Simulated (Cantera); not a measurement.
Input: 1 mol FeS₂, 0.09 mol H₂S, 0.13 mol H₂O, equilibrated at 100 Torr.

These are equilibrium values from Cantera (NASA tables, ideal gas, pure condensed phases), not measurements of a reactor. Candidate condensed phases: Fe, FeO, Fe(OH)₂, Fe(OH)₃, FeS, FeSO₄, FeS₂, Fe₂O₃, Fe₂(SO₄)₃, Fe₃O₄, H₂O, H₂SO₄, S; 22 gas species. FeS: taken at fixed stoichiometry. Gases not in the tables: S₃ to S₇. Rates play no part.

Question: Which condensed phases are stable at each of these points (T (°C)): 600, 700, 800, 900, 1000, 1100, 1200, 1300, 1400, 1500, 1600?

Answer: 
```json
[
 {"T (°C)": "600", "condensed phases": "FeS(s) + FeS₂(s)", "Fe condensed (%)": "100.0"},
 {"T (°C)": "700", "condensed phases": "FeS(s)", "Fe condensed (%)": "100.0"},
 {"T (°C)": "800", "condensed phases": "FeS(s)", "Fe condensed (%)": "100.0"},
 {"T (°C)": "900", "condensed phases": "FeS(s)", "Fe condensed (%)": "100.0"},
 {"T (°C)": "1000", "condensed phases": "FeS(s)", "Fe condensed (%)": "100.0"},
 {"T (°C)": "1100", "condensed phases": "FeS(s)", "Fe condensed (%)": "100.0"},
 {"T (°C)": "1200", "condensed phases": "FeS(l)", "Fe condensed (%)": "100.0"},
 {"T (°C)": "1300", "condensed phases": "FeS(l)", "Fe condensed (%)": "100.0"},
 {"T (°C)": "1400", "condensed phases": "FeS(l)", "Fe condensed (%)": "100.0"},
 {"T (°C)": "1500", "condensed phases": "FeS(l)", "Fe condensed (%)": "100.0"},
 {"T (°C)": "1600", "condensed phases": "FeS(l)", "Fe condensed (%)": "100.0"}
]
```

At 600 °C the condensed part is FeS(s) + FeS₂(s). From 700 °C to 1100 °C the condensed part is FeS(s). From 1200 °C to 1600 °C the condensed part is FeS(l).
